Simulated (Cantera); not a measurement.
Cantera with NASA thermochemical tables; ideal gases at 1 bar, condensed phases pure. Values are per mole of reaction as written; species without (g) are pure solids or liquids, kept so even where they would boil at 1 bar.

O(g) + CaS ⇌ S + CaO, with ΔH° = -411.1 kJ and ΔS° = -147.4 J/K at 300 K.

Question: How far is the shortcut ΔG° ≈ ΔH°(300 K) − T·ΔS°(300 K) from the full temperature-dependent value at 575, 625, 675, 725, 775, 825, 875, 925, 975, 1025, 1075 K?

Answer: 
| T (K) | shortcut (kJ) | full (kJ) | difference (kJ) | difference in log10 K | condensed phases |
|---|---|---|---|---|---|
| 575 | -326.3 | -327.8 | 1.5 | -0.14 | CaS(s), S(l), CaO(s) |
| 625 | -318.9 | -321.0 | 2.1 | -0.17 | CaS(s), S(l), CaO(s) |
| 675 | -311.6 | -314.3 | 2.7 | -0.21 | CaS(s), S(l), CaO(s) |
| 725 | -304.2 | -307.6 | 3.4 | -0.24 | CaS(s), S(l), CaO(s) |
| 775 | -296.8 | -300.9 | 4.1 | -0.28 | CaS(s), S(l), CaO(s) |
| 825 | -289.5 | -294.3 | 4.8 | -0.30 | CaS(s), S(l), CaO(s) |
| 875 | -282.1 | -287.7 | 5.6 | -0.33 | CaS(s), S(l), CaO(s) |
| 925 | -274.7 | -281.1 | 6.4 | -0.36 | CaS(s), S(l), CaO(s) |
| 975 | -267.4 | -274.6 | 7.2 | -0.39 | CaS(s), S(l), CaO(s) |
| 1025 | -260.0 | -268.1 | 8.1 | -0.41 | CaS(s), S(l), CaO(s) |
| 1075 | -252.6 | -261.6 | 8.9 | -0.43 | CaS(s), S(l), CaO(s) |
The shortcut ignores heat capacities and the phase changes listed.
